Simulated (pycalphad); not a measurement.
CALPHAD calculation (pycalphad, COST 507 light-alloy database (1999)), 1 atm. No gas phase is included, though pure Mg would boil below 1377 °C. The data set is of 1999 and partly superseded. Kinetics are ignored, which matters at the lower temperatures.

Molar enthalpy of Mg-0.97Si-0.83Al (at.%) in equilibrium (SER reference):

```
T (°C)  H (kJ/mol)                   phases
------  ----------  -----------------------
1377         50.85                   LIQUID
1302         48.28                   LIQUID
1227         45.72                   LIQUID
1152         43.15                   LIQUID
1077         40.58                   LIQUID
1002         38.02                   LIQUID
927          35.45                   LIQUID
852          32.88                   LIQUID
777          30.32                   LIQUID
702          27.75                   LIQUID
677          26.90                   LIQUID
652          26.04                   LIQUID
627          17.54  HCP_A3 + LIQUID + MG2SI
602          15.60           HCP_A3 + MG2SI
577          14.82           HCP_A3 + MG2SI
552          14.05           HCP_A3 + MG2SI
477          11.78           HCP_A3 + MG2SI
402           9.59           HCP_A3 + MG2SI
327           7.45           HCP_A3 + MG2SI
252           5.37           HCP_A3 + MG2SI
177           3.35           HCP_A3 + MG2SI
102           1.39           HCP_A3 + MG2SI
```

Cooling from 652 °C to 602 °C, across the freezing range, releases 10.4 kJ/mol, or 428 J/g. The slope is 34 J/(mol K) in the liquid and 31 J/(mol K) just below the solidus, where it includes any heat of precipitation. Liquidus 637 °C, solidus 623 °C. Changes were sought between steps of 25 K, so a narrower field can be missed.

Database names, with the compositions (at.%) that they take in these runs: MG2SI: Mg 67 Si 33. HCP_A3 is hcp.
